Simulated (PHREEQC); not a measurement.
Dissolve 0.15 mol/kgw HCl at 25 °C. Closed to the air; pH follows from the charge balance.

Computed with PHREEQC (ion-association model, wateq4f.dat).

```
quantity                  before  after
------------------------  ------  -----
pH                          0.92   3.19
ionic strength (mol/kgw)   0.150  0.898
```

Problem. What was changed between the two runs?
A) HCl from 0.15 to 0.165 mol/kgw
B) HCl replaced by (CH3)4NCl at the same molality
C) HCl from 0.15 to 0.135 mol/kgw
D) 0.097 mol/kgw (CH3)4NF added
E) HCl replaced by AlCl3 at the same molality

Solution. E, HCl replaced by AlCl3 at the same molality

Precipitation was switched off in this run. The ionic strength passes 0.7 mol/kgw, the rough limit of the ion-association models, in after.
